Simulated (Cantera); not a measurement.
Input (Python, Cantera) and output of one run.

```python
import numpy as np
import cantera as ct

gas_names = """
    HBr H2
""".split()
cond_names = """
    Ba(cr) Ba(L) BaBr2(s) BaBr2(L)
""".split()


def load(file, names, dense=False):
    # The tables refer to 1 bar. Condensed volumes are neglected.
    table = {s.name: s for s in ct.Species.list_from_file(file)}
    out = []
    for n in names:
        d = dict(table[n].input_data)
        d["thermo"] = dict(d["thermo"], **{"reference-pressure": 1e5})
        if dense:
            d["equation-of-state"] = {"model": "constant-volume", "density": "1e6 g/cm^3"}
        out.append(ct.Species.from_dict(d))
    return out


species = {s.name: s for s in load("nasa_gas.yaml", gas_names) + load("nasa_condensed.yaml", cond_names)}
# Each term lists the table entries of one substance; the one whose range holds T is used.
reactions = {
    '2 HBr(g) + Ba = H2(g) + BaBr2':
        [(-2, ['HBr']), (-1, ['Ba(cr)', 'Ba(L)']), (1, ['H2']), (1, ['BaBr2(s)', 'BaBr2(L)'])],
}


def pick(names, T):
    return next(species[n] for n in names if species[n].thermo.min_temp <= T <= species[n].thermo.max_temp)


results = []
for label, terms in reactions.items():
    print(label)
    print("     T/K   dH/kJ  dS/(J/K)   dG/kJ   log10 K")
    for T in [300, 2398, 2473, 2548, 2623, 2698]:
        used = [(nu, pick(names, T)) for nu, names in terms]
        dH = sum(nu * s.thermo.h(T) for nu, s in used) / 1e6
        dS = sum(nu * s.thermo.s(T) for nu, s in used) / 1e3
        dG = dH - T * dS / 1e3
        logK = -dG * 1e6 / (ct.gas_constant * T * np.log(10))
        results.append((label, T, dH, dS, dG, logK, [s.name for _, s in used]))
        print(f"{T:8g} {dH:8.1f} {dS:8.1f} {dG:8.1f} {logK:8.2f}")
```

Output:

```
2 HBr(g) + Ba = H2(g) + BaBr2
     T/K   dH/kJ  dS/(J/K)   dG/kJ   log10 K
     300   -684.8   -180.4   -630.7   109.81
    2398   -609.9   -113.4   -338.1     7.36
    2473   -607.9   -112.5   -329.6     6.96
    2548   -605.9   -111.7   -321.2     6.58
    2623   -603.9   -111.0   -312.9     6.23
    2698   -601.9   -110.2   -304.6     5.90
```

Cantera with NASA thermochemical tables; ideal gases at 1 bar, condensed phases pure. Condensed species are held in their standard states even where they would react or evaporate.
